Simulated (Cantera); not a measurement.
Input (Python, Cantera):

```python
import numpy as np
import cantera as ct

gas = ct.Solution("gri30.yaml")
gas.TP = 300, 101325
flame = ct.CounterflowDiffusionFlame(gas, width=0.02)
flame.fuel_inlet.X, flame.fuel_inlet.T = {'CH4': 1, 'H2': 0.036}, 598
flame.oxidizer_inlet.X, flame.oxidizer_inlet.T = {'O2': 0.25, 'N2': 0.75}, 573
flame.set_refine_criteria(ratio=3, slope=0.12, curve=0.24, prune=0.03)
show = ['OH', 'H', 'NO', 'CO', 'C2H2']

rows = []
print(f"{'mdot':>8s}{'a_max':>10s}{'a_mean':>10s}{'Tmax/K':>9s}" + "".join(f"{s:>11s}" for s in show) + "   (peak mole fractions)")
for i, mdot in enumerate([0.61, 0.79, 1, 1.3, 1.7, 2.3, 2.9, 3.8, 5, 6.5]):  # kg/m2/s on the oxidiser side
    flame.oxidizer_inlet.mdot, flame.fuel_inlet.mdot = mdot, 0.59 * mdot
    flame.solve(loglevel=0, auto=(i == 0))
    if flame.T.max() < max(598, 573) + 100:
        print(f"{mdot:8.3g}  no burning solution found from the previous one")
        break
    dT = np.abs(np.gradient(flame.T, flame.grid))
    rows.append([flame.strain_rate("max"), flame.strain_rate("mean"), flame.T.max(),
                 *(flame.X[gas.species_index(s)].max() for s in show), max(dT[0], dT[-1]) / dT.max()])
    print(f"{mdot:8.3g}{rows[-1][0]:10.1f}{rows[-1][1]:10.1f}{rows[-1][2]:9.1f}" + "".join(f"{x:11.3e}" for x in rows[-1][3:-1]))
```

It prints:

```
    mdot     a_max    a_mean   Tmax/K         OH          H         NO         CO       C2H2   (peak mole fractions)
    0.61     450.6     106.2   2283.7  1.358e-02  7.161e-03  4.099e-04  7.816e-02  1.930e-02
    0.79     567.3     137.5   2270.2  1.345e-02  7.352e-03  3.776e-04  7.680e-02  1.864e-02
       1     701.3     174.1   2259.3  1.333e-02  7.539e-03  3.495e-04  7.566e-02  1.802e-02
     1.3     891.8     226.3   2249.7  1.326e-02  7.774e-03  3.197e-04  7.470e-02  1.736e-02
     1.7    1139.6     296.0   2237.9  1.309e-02  7.981e-03  2.869e-04  7.380e-02  1.666e-02
     2.3    1503.3     400.4   2221.3  1.278e-02  8.139e-03  2.469e-04  7.285e-02  1.566e-02
     2.9    1861.1     504.9   2207.3  1.248e-02  8.222e-03  2.158e-04  7.227e-02  1.488e-02
     3.8    2389.7     661.6   2188.5  1.204e-02  8.247e-03  1.785e-04  7.173e-02  1.378e-02
       5    3083.3     870.5   2166.3  1.148e-02  8.175e-03  1.413e-04  7.138e-02  1.248e-02
     6.5    3934.1    1131.6   2139.2  1.075e-02  7.941e-03  1.058e-04  7.117e-02  1.092e-02
```

Computed with Cantera and GRI-Mech 3.0 (53 species, 325 reactions). GRI-Mech 3.0 has no aromatics or soot, which form on the fuel side of real flames. The maximum strain rate includes the flame's own expansion and is several times the mean.
